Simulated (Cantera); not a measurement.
## Moist CO burnout

An isothermal, constant-pressure homogeneous reactor starts with CO : O₂ : H₂O : N₂ = 0.0051 : 0.021 : 0.0036 : 1 (molar parts), at 923 K and 1.01 bar.

Computed with Cantera and GRI-Mech 3.0 (53 species, 325 reactions).

```tsv
t (s)	x CO	x O₂	x H₂O	x H	x N₂O	x NO
1.00e-5	0.00495	0.0204	0.00350	<1e-12	<1e-12	<1e-12
3.36e-5	0.00495	0.0204	0.00350	<1e-12	<1e-12	<1e-12
0.000113	0.00495	0.0204	0.00350	<1e-12	<1e-12	<1e-12
0.000380	0.00495	0.0204	0.00350	<1e-12	<1e-12	<1e-12
0.00128	0.00495	0.0204	0.00350	<1e-12	<1e-12	<1e-12
0.00429	0.00495	0.0204	0.00350	<1e-12	<1e-12	<1e-12
0.0144	0.00495	0.0204	0.00350	<1e-12	<1e-12	<1e-12
0.0485	0.00495	0.0204	0.00350	2.25e-12	<1e-12	<1e-12
0.163	0.00495	0.0204	0.00350	1.07e-11	3.61e-12	<1e-12
0.548	0.00495	0.0204	0.00350	3.11e-10	1.19e-10	<1e-12
1.84	0.00485	0.0203	0.00349	3.34e-9	4.15e-9	<1e-12
6.19	0.00430	0.0201	0.00349	3.51e-9	2.26e-8	1.82e-12
20.8	0.00280	0.0193	0.00349	2.56e-9	7.64e-8	1.74e-11
70.0	0.000740	0.0183	0.00350	6.57e-10	1.77e-7	6.26e-11
```
x: mole fraction; the columns are a selection and need not sum to one.

Equilibrium at this temperature and pressure: CO <1e-12, O₂ 0.0180, H₂O 0.00350, H <1e-12, N₂O 4.10e-10, NO 4.09e-6 (gas phase only).
